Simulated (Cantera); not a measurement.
A perfectly stirred reactor is fed with CH₄ : O₂ : N₂ : H₂O = 1 : 2.17 : 8.17 : 1.3 (molar parts), at 28000 Pa; it is adiabatic with a 300 K inlet, and is followed from long to short residence time, starting on the burning branch (τ in s: 0.19, 0.061, 0.02, 0.0065, 0.0021, 0.00069, 0.00022, 7.3e-05, 2.4e-05).

Computed with Cantera and GRI-Mech 3.0 (53 species, 325 reactions).

Task: What does this change do: N2 8.17 to 12 parts?

Result: 
| quantity | before | after |
|---|---|---|
| blow-out, bracketed by the residence times tried | burning at 0.690 ms, out at 0.220 ms | burning at 2.10 ms, out at 0.690 ms |
| x(CH₄) at τ = 0.190 s | 7.37e-6 | 1.49e-5 |
| x(O₂) at τ = 0.190 s | 0.0159 | 0.0119 |
| x(H₂O) at τ = 0.190 s | 0.255 | 0.197 |
| x(HCO) at τ = 0.190 s | 4.37e-8 | 5.78e-8 |
| x(N₂O) at τ = 0.190 s | 5.57e-8 | 5.53e-8 |
| x(CH₄) at τ = 2.10 ms | 0.000225 | 0.000633 |
| x(O₂) at τ = 2.10 ms | 0.0274 | 0.0232 |
| x(H₂O) at τ = 2.10 ms | 0.234 | 0.183 |
| x(HCO) at τ = 2.10 ms | 3.61e-6 | 4.81e-6 |
| x(N₂O) at τ = 2.10 ms | 3.34e-8 | 2.85e-8 |

Task: What does this change do: O2 2.17 to 2.9 parts?

Result: 
```csv
quantity,before,after
"blow-out, bracketed by the residence times tried","burning at 0.690 ms, out at 0.220 ms","burning at 0.690 ms, out at 0.220 ms"
x(CH₄) at τ = 0.190 s,7.37e-6,7.83e-6
x(O₂) at τ = 0.190 s,0.0159,0.0670
x(H₂O) at τ = 0.190 s,0.255,0.244
x(HCO) at τ = 0.190 s,4.37e-8,2.92e-8
x(N₂O) at τ = 0.190 s,5.57e-8,1.22e-7
x(CH₄) at τ = 2.10 ms,0.000225,0.000200
x(O₂) at τ = 2.10 ms,0.0274,0.0722
x(H₂O) at τ = 2.10 ms,0.234,0.230
x(HCO) at τ = 2.10 ms,3.61e-6,2.87e-6
x(N₂O) at τ = 2.10 ms,3.34e-8,7.17e-8
```
